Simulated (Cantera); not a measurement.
Input (Python, Cantera) and output of one run.

```python
import numpy as np
import cantera as ct

gas_names = """
    CL CL2 H HCL H2 Si SiCL SiCL2 SiCL3 SiCL4 SiH SiHCL3 SiH2 SiH2CL2 SiH3 SiH3CL SiH4 Si2 Si3
""".split()
cond_names = """
    Si(cr) Si(L)
""".split()


# ... load() reads the species with a 1 bar reference pressure and builds the phases ...
atoms = {
    'Si2H6': {'Si': 2, 'H': 6},
    'Cl2': {'CL': 2},
    'H2': {'H': 2},
}
top_T = {}  # K; cautious upper limits of use, not melting points


# ... equilibrate(T, P, feed) seeds the gas with the atoms and calls Mixture.equilibrate('TP', solver="vcs", rtol=1e-11, max_steps=5000) ...
results = []
feed = {'Si2H6': 1, 'Cl2': 0.91, 'H2': 32}  # mol
P = 2400  # Pa
for T in [925, 975, 1025, 1075, 1125, 1175, 1225]:
    mix = equilibrate(T, P, feed)
    results.append((T, P, feed, dict(zip(mix.species_names, mix.species_moles))))
    x = sorted(zip(gas.X, gas.species_names), reverse=True)
    print(f"T = {T:g} K  P = {P:g} Pa  gas = {mix.phase_moles(0):.4g} mol")
    print("   x: " + "  ".join(f"{s} {v:.3e}" for v, s in x if v > 0.0001))
    print("   condensed (mol): " + ("  ".join(f"{mix.phase(i).name} {mix.phase_moles(i):.4g}"
          for i in range(1, mix.n_phases) if mix.phase_moles(i) > 1e-12) or "none"))
```

Output:

```
T = 925 K  P = 2400 Pa  gas = 35.5 mol
   x: H2 9.801e-01  HCL 8.113e-03  SiCL4 7.946e-03  SiHCL3 3.488e-03  SiH2CL2 1.503e-04  SiCL3 1.393e-04
   condensed (mol): Si(cr) 1.58
T = 975 K  P = 2400 Pa  gas = 35.54 mol
   x: H2 9.767e-01  HCL 1.255e-02  SiCL4 6.952e-03  SiHCL3 3.094e-03  SiCL2 2.602e-04  SiCL3 2.528e-04  SiH2CL2 1.442e-04
   condensed (mol): Si(cr) 1.62
T = 1025 K  P = 2400 Pa  gas = 35.61 mol
   x: H2 9.725e-01  HCL 1.815e-02  SiCL4 5.626e-03  SiHCL3 2.591e-03  SiCL2 6.046e-04  SiCL3 4.037e-04  SiH2CL2 1.324e-04
   condensed (mol): Si(cr) 1.667
T = 1075 K  P = 2400 Pa  gas = 35.68 mol
   x: H2 9.676e-01  HCL 2.449e-02  SiCL4 4.056e-03  SiHCL3 1.991e-03  SiCL2 1.211e-03  SiCL3 5.569e-04  SiH2CL2 1.143e-04
   condensed (mol): Si(cr) 1.717
T = 1125 K  P = 2400 Pa  gas = 35.76 mol
   x: H2 9.627e-01  HCL 3.064e-02  SiCL4 2.485e-03  SiCL2 2.066e-03  SiHCL3 1.356e-03  SiCL3 6.459e-04
   condensed (mol): Si(cr) 1.762
T = 1175 K  P = 2400 Pa  gas = 35.82 mol
   x: H2 9.588e-01  HCL 3.543e-02  SiCL2 2.987e-03  SiCL4 1.253e-03  SiHCL3 7.992e-04  SiCL3 6.188e-04
   condensed (mol): Si(cr) 1.795
T = 1225 K  P = 2400 Pa  gas = 35.87 mol
   x: H2 9.565e-01  HCL 3.829e-02  SiCL2 3.739e-03  SiCL4 5.336e-04  SiCL3 5.023e-04  SiHCL3 4.159e-04
   condensed (mol): Si(cr) 1.812
```

Cantera equilibrium calculation (NASA polynomials, part measured and part estimated; ideal gas, pure solids and liquids). The feed counts by its element totals alone. The tables' values for SiCl3 are old estimates; treat these amounts as uncertain.
